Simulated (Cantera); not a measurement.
Input (Python, Cantera):

```python
import numpy as np
import cantera as ct

gas = ct.Solution("gri30.yaml")
gas.TPX = 375, 13332, {'CH4': 1, 'O2': 2.17, 'N2': 8.91}
flame = ct.FreeFlame(gas, width=0.16)
flame.set_refine_criteria(ratio=3, slope=0.08, curve=0.16)
flame.transport_model = "mixture-averaged"
flame.solve(loglevel=0, auto=True)
z, T = flame.grid, flame.T
thick = (T[-1] - T[0]) / np.gradient(T, z).max()
show = ['CH4', 'O2', 'NO', 'CH2O', 'C2H', 'H']
print(f"laminar burning velocity  {flame.velocity[0] * 100:.3f} cm/s")
print(f"burnt temperature         {T[-1]:.1f} K")
print(f"thermal thickness         {thick * 1e3:.4f} mm")
print(f"grid points               {len(z)}")
z0 = z[flame.heat_release_rate.argmax()]
print(f"{'z/mm':>9s}{'T/K':>9s}{'u/(m/s)':>9s}" + "".join(f"{s:>11s}" for s in show))
rows = []
for k in (-3, -2, -1.5, -1, -0.5, -0.25, 0, 0.25, 0.5, 1, 2, 4, 8):
    zz = z0 + k * thick
    rows.append([k * thick, np.interp(zz, z, T), np.interp(zz, z, flame.velocity),
                 *(np.interp(zz, z, flame.X[gas.species_index(s)]) for s in show)])
    print(f"{rows[-1][0] * 1e3:9.3f}{rows[-1][1]:9.1f}{rows[-1][2]:9.3f}" + "".join(f"{x:11.3e}" for x in rows[-1][3:]))
```

Output:

```
laminar burning velocity  72.386 cm/s
burnt temperature         2094.0 K
thermal thickness         2.5050 mm
grid points               154
     z/mm      T/K  u/(m/s)        CH4         O2         NO       CH2O        C2H          H
   -7.515    375.0    0.724  8.275e-02  1.796e-01  5.258e-12  3.066e-09  2.769e-31  8.957e-15
   -5.010    375.3    0.725  8.264e-02  1.794e-01  1.092e-10  1.018e-07  3.503e-27  7.997e-12
   -3.758    377.4    0.731  8.237e-02  1.790e-01  1.019e-09  1.173e-06  2.023e-24  1.797e-09
   -2.505    411.4    0.800  8.024e-02  1.765e-01  2.325e-08  2.309e-05  4.102e-20  2.022e-06
   -1.253    769.4    1.518  6.018e-02  1.510e-01  4.872e-07  2.496e-04  3.007e-13  3.801e-04
   -0.626   1166.7    2.327  3.393e-02  1.143e-01  1.300e-06  6.529e-04  4.566e-10  1.499e-03
    0.000   1534.5    3.085  8.619e-03  7.047e-02  2.823e-06  5.844e-04  3.205e-08  4.539e-03
    0.626   1675.4    3.371  7.633e-04  4.490e-02  4.644e-06  9.869e-05  2.195e-08  8.359e-03
    1.253   1706.0    3.423  3.822e-05  3.577e-02  5.781e-06  5.594e-06  1.067e-09  1.058e-02
    2.505   1732.6    3.460  1.153e-07  3.089e-02  6.915e-06  1.766e-08  1.195e-12  1.174e-02
    5.010   1765.6    3.512  1.246e-11  2.863e-02  8.391e-06  1.086e-11  3.950e-17  1.119e-02
   10.020   1810.1    3.590  2.411e-15  2.715e-02  1.089e-05  7.621e-12  4.521e-21  9.222e-03
   20.040   1869.9    3.693  3.808e-18  2.534e-02  1.525e-05  6.342e-12  1.276e-25  6.610e-03
```

Detailed kinetics in Cantera: GRI-Mech 3.0 (53 species, 325 reactions). Burning velocities carry a grid error of a few per cent, more on coarse grids.
